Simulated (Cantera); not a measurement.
A freely propagating, adiabatic, planar premixed flame of H2 : O2 : N2 = 1 : 0.5 : 2.1 (molar parts), unburnt at 525 K and 500000 Pa; multicomponent transport, grid criteria slope 0.08 and curve 0.16, no radiation.

Computed with Cantera and the H2/O2 subset of GRI-Mech 3.0, which has no nitrogen chemistry. The hydrogen kinetics of GRI-Mech 3.0 are dated; newer H2 mechanisms differ, most at raised pressure. Burning velocities carry a grid error of a few per cent, more on coarse grids.

x: mole fraction of selected species; z is measured from the peak of heat release.

```csv
z (mm),T (K),u (m/s),x H2,x O2,x H2O,x O,x H,x H2O2
-0.174,525,4.54,0.278,0.139,<1e-8,<1e-8,<1e-8,<1e-8
-0.116,525,4.53,0.278,0.139,1.10e-7,<1e-8,<1e-8,<1e-8
-0.0870,525,4.53,0.277,0.139,1.81e-6,<1e-8,<1e-8,<1e-8
-0.0580,526,4.53,0.276,0.139,2.95e-5,6.15e-8,<1e-8,1.84e-7
-0.0290,___,4.82,0.257,0.141,___,___,___,___
-0.0145,870,7.07,0.210,0.133,0.0330,0.000272,0.00203,9.36e-5
0,1337,10.5,0.134,0.0982,0.112,0.00265,0.0131,2.79e-5
0.0145,1664,13.0,0.0726,0.0548,0.190,0.00580,0.0236,5.22e-6
0.0290,1842,14.3,0.0467,0.0327,0.228,0.00676,0.0246,3.11e-6
0.0580,2020,15.5,0.0348,0.0210,0.251,0.00586,0.0185,1.83e-6
0.116,2174,16.6,___,___,0.266,___,___,___
0.232,2295,17.4,0.0227,0.0122,0.279,0.00217,0.00597,8.12e-7
0.464,2376,17.9,0.0169,0.00942,0.290,0.00121,0.00313,5.92e-7
```

Question: Some entries are withheld; supply them.

Answer: 
- -0.0290, T (K): 572
- -0.0290, x H2O: 0.00262
- -0.0290, x O: 6.49e-6
- -0.0290, x H: 1.79e-5
- -0.0290, x H2O2: 2.30e-5
- 0.116, x H2: 0.0289
- 0.116, x O2: 0.0160
- 0.116, x O: 0.00381
- 0.116, x H: 0.0111
- 0.116, x H2O2: 1.17e-6
